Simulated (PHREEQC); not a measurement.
Consider water at 25 °C with 1.3 mmol/kgw Na2B4O7 and 120 mmol/kgw (NH4)2SiF6. Closed to the air; pH follows from the charge balance.

The numbers come from PHREEQC with the ion-association model, phreeqc.dat.

No solid was allowed to form.

Predict the pH.

pH 3.63.

In which forms is Si present?

SiF6-2 98 %, H4SiO4 2.2 % of the Si.

Saturation is exceeded, for instance for SiO2(a), Quartz (slow to form); the values hold only as long as no solid forms. SiF6-2 is the database's only silicon fluoride. Real BF4- forms and hydrolyses slowly; the run takes it at equilibrium.
